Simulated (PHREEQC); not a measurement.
1.8 g of hydrous ferric oxide (600 m²/g; 0.2 weak and 0.005 strong sites per Fe, Dzombak-Morel constants, diffuse double layer) in 1 kg of water with 0.001 mol/kgw of an inert sodium salt and 2.8 mmol/kgw NaH2PO4, 0.17 mmol/kgw Na2HAsO4 and 0.006 mmol/kgw NiCl2, at 25 °C; the pH is set by adding NaOH or the inert anion's acid. Oxygen alone is held at its pressure in air (log pO2 = -0.68). The system is closed to CO2. Nothing may precipitate in this run.

The series has 13 steps of pH, from 4 to 12.

The numbers come from PHREEQC with the ion-association model, wateq4f.dat.

### Question
Near which pH is half of the P sorbed, and on which side is more sorbed?

### Answer
Near pH 8.5, with more sorbed at lower pH.

### Question
Near which pH is half of the As sorbed, and on which side is more sorbed?

### Answer
Near pH 10.6, with more sorbed at lower pH.

### Question
Near which pH is half of the Ni sorbed, and on which side is more sorbed?

### Answer
Near pH 5.6, with more sorbed at higher pH.

Species that the database lacks are ignored. H3PO4, which wateq4f.dat lacks, is added to it with the constant of phreeqc.dat. The database has no phosphate complexes of Ni. The database has no arsenate complexes of Ni.
